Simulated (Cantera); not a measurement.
# Transport properties of process gases

Gas mixture: 62.4 % O₂, 37.6 % NO, at 1.01 bar, frozen composition.

Cantera's kinetic-theory transport with the Lennard-Jones parameters of GRI-Mech 3.0, ideal gas; thermal conductivity in the multicomponent form. The composition is frozen, though it would react at the higher temperatures.

| T (K) | ρ (kg/m³) | cp (J/kg/K) | μ (µPa s) | λ (mW/m/K) | Pr | D (cm²/s) H₂ | D (cm²/s) NO | D (cm²/s) C₂H₂ |
|---|---|---|---|---|---|---|---|---|
| 400 | 0.952 | 962.0 | 24.7 | 33.3 | 0.712 | 1.30 | 0.339 | 0.279 |
| 650 | 0.586 | 1031 | 34.6 | 50.2 | 0.710 | 2.93 | 0.777 | 0.651 |
| 900 | 0.423 | 1088 | 42.9 | 65.9 | 0.709 | 5.03 | 1.34 | 1.13 |
| 1150 | 0.331 | 1125 | 50.4 | 80.0 | 0.709 | 7.55 | 2.02 | 1.71 |
| 1400 | 0.272 | 1151 | 57.3 | 93.1 | 0.708 | 10.5 | 2.80 | 2.38 |
| 1650 | 0.231 | 1172 | 63.7 | 106 | 0.708 | 13.7 | 3.68 | 3.13 |
D: mixture-averaged diffusion coefficient of that species in the mixture.
